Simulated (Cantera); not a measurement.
Mixture: H₂ : O₂ : N₂ : H₂O = 1 : 0.617 : 2.22 : 0.2 (molar parts), equivalence ratio 0.81, at 360 Torr, adiabatic and at constant pressure. Ignition delay is the time to a rise of 400 K.

Detailed kinetics in Cantera: the H2/O2 subset of GRI-Mech 3.0, which has no nitrogen chemistry. Where the delays flatten at high temperature, the 400 K rule measures the pace of heat release, not the induction time.

### Question
Predict: delay at 1073 K; delay at 1173 K; delay at 1273 K; delay at 1373 K; delay at 1473 K.

### Answer
- delay at 1073 K = 0.225 ms
- delay at 1173 K = 0.120 ms
- delay at 1273 K = 80.4 µs
- delay at 1373 K = 62.9 µs
- delay at 1473 K = 55.8 µs
